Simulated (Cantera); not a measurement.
Cantera run:

```python
import numpy as np
import cantera as ct

gas_names = """
    C CH CH2 CH3 CH4 C2 C2H C2H2,acetylene C2H2,vinylidene C2H3,vinyl C2H4 C2H5 C2H6 C3 C3H3,propargyl
    C3H4,allene C3H4,propyne C3H4,cyclo- C3H5,allyl C3H6,propylene C3H6,cyclo- C3H7,n-propyl
    C3H7,i-propyl C3H8 C4 C4H2 C4H4,1,3-cyclo- C4H6,butadiene C4H6,2-butyne C4H6,cyclo- C4H8,1-butene
    C4H8,cis2-buten C4H8,tr2-butene C4H8,isobutene C4H8,cyclo- C4H9,n-butyl C4H9,i-butyl C4H9,s-butyl
    C4H9,t-butyl C4H10,isobutane C4H10,n-butane C5 C5H6,1,3cyclo- C5H8,cyclo- C5H10,1-pentene
    C5H10,cyclo- C5H11,pentyl C5H11,t-pentyl C5H12,n-pentane C5H12,i-pentane CH3C(CH3)2CH3 C6H2
    C6H5,phenyl C6H6 C6H10,cyclo- C6H12,1-hexene C6H12,cyclo- C6H13,n-hexyl C7H7,benzyl C7H8
    C7H14,1-heptene C7H15,n-heptyl C7H16,n-heptane C8H8,styrene C8H10,ethylbenz C8H16,1-octene
    C8H17,n-octyl C8H18,isooctane C8H18,n-octane C9H19,n-nonyl C10H8,naphthale C10H21,n-decyl
    C12H9,o-bipheny C12H10,bipheny H H2 Si SiC SiC2 SiC4H12 SiH SiH2 SiH3 SiH4 Si2 Si2C Si3
""".split()
cond_names = """
    C(gr) C6H6(L) C7H8(L) C8H18(L),n-octa Si(cr) Si(L) SiC(b)
""".split()


def load(file, names, dense=False):
    # The tables refer to 1 bar. Condensed volumes are neglected.
    table = {s.name: s for s in ct.Species.list_from_file(file)}
    out = []
    for n in names:
        d = dict(table[n].input_data)
        d["thermo"] = dict(d["thermo"], **{"reference-pressure": 1e5})
        if dense:
            d["equation-of-state"] = {"model": "constant-volume", "density": "1e6 g/cm^3"}
        out.append(ct.Species.from_dict(d))
    return out


gas = ct.Solution(thermo="ideal-gas", species=load("nasa_gas.yaml", gas_names))
cond = {s.name: ct.Solution(thermo="fixed-stoichiometry", species=[s], name=s.name)
        for s in load("nasa_condensed.yaml", cond_names, dense=True)}
atoms = {
    'CH3SiH3': {'C': 1, 'H': 6, 'Si': 1},
    'C2H4': {'C': 2, 'H': 4},
    'H2': {'H': 2},
}
top_T = {'C(gr)': 4500, 'SiC(b)': 3050}  # K; cautious upper limits of use, not melting points


def equilibrate(T, P, feed):
    n = {}
    for name, mol in feed.items():
        for a, k in atoms[name].items():
            n[a] = n.get(a, 0.0) + k * mol
    gas.TPX = T, P, n
    mass = sum(n.values()) * gas.mean_molecular_weight
    gas.equilibrate("TP")
    valid = [c for c in cond.values() if c.min_temp <= T <= top_T.get(c.name, c.max_temp)]
    mix = ct.Mixture([(gas, mass / gas.mean_molecular_weight)] + [(c, 0.0) for c in valid])
    mix.T, mix.P = T, P
    mix.equilibrate("TP", solver="vcs", rtol=1e-11, max_steps=5000)
    return mix


results = []
feed = {'CH3SiH3': 1, 'C2H4': 0.72, 'H2': 16}  # mol
T = 2498  # K
for P in [100, 240, 560, 1300, 3200, 7500, 18000, 42000, 100000]:
    mix = equilibrate(T, P, feed)
    results.append((T, P, feed, dict(zip(mix.species_names, mix.species_moles))))

top = {s: max(r[3][s] / sum(r[3][g] for g in gas_names) for r in results) for s in gas_names}
cols = sorted((s for s in top if top[s] > 0.0001), key=lambda s: -top[s])[:9]
seen = [c for c in cond_names if any(r[3].get(c, 0) > 1e-12 for r in results)]
print("log10 of partial pressures in bar; condensed amounts in mol")
print(f"{'P/Pa':>10s}" + "".join(f"{s[:9]:>10s}" for s in cols + seen))
for T, P, feed, n in results:
    ng = sum(n[g] for g in gas_names)
    print(f"{P:10.4g}" + "".join(f"{np.log10(max(n[s] / ng * P / 1e5, 1e-99)):10.3f}" for s in cols)
          + "".join(f"{n.get(c, 0):10.4g}" for c in seen))
```

Result:

```
log10 of partial pressures in bar; condensed amounts in mol
      P/Pa        H2         H        Si C2H2,acet      SiC2      Si2C       SiH        C3       C2H     C(gr)    SiC(b)
       100    -3.358    -3.283    -4.567    -5.328    -5.156    -7.028    -6.823    -6.317    -6.398     1.683         0
       240    -2.863    -3.035    -4.153    -4.832    -4.742    -6.201    -6.162    -6.317    -6.150     1.669         0
       560    -2.420    -2.814    -3.768    -4.390    -4.356    -5.429    -5.554    -6.317    -5.929      1.65         0
      1300    -2.005    -2.606    -3.404    -3.975    -3.992    -4.701    -4.983    -6.317    -5.721     1.633         0
      3200    -1.579    -2.393    -3.043    -3.548    -3.631    -3.979    -4.409    -6.317    -5.508     1.619         0
      7500    -1.179    -2.193    -2.953    -3.149    -3.541    -3.799    -4.119    -6.317    -5.308     1.337    0.4677
   1.8e+04    -0.779    -1.993    -2.953    -2.749    -3.541    -3.799    -3.919    -6.317    -5.108     1.149    0.7763
   4.2e+04    -0.400    -1.803    -2.953    -2.370    -3.541    -3.799    -3.729    -6.317    -4.919     1.071    0.8995
     1e+05    -0.016    -1.612    -2.953    -1.986    -3.541    -3.799    -3.538    -6.317    -4.727     1.034    0.9532
```

Method: chemical equilibrium by Gibbs-energy minimisation in Cantera with the NASA 1993 tables (ideal gas, pure condensed phases). The feed counts by its element totals alone. Gases not in the tables: Si2H6 and higher silanes.
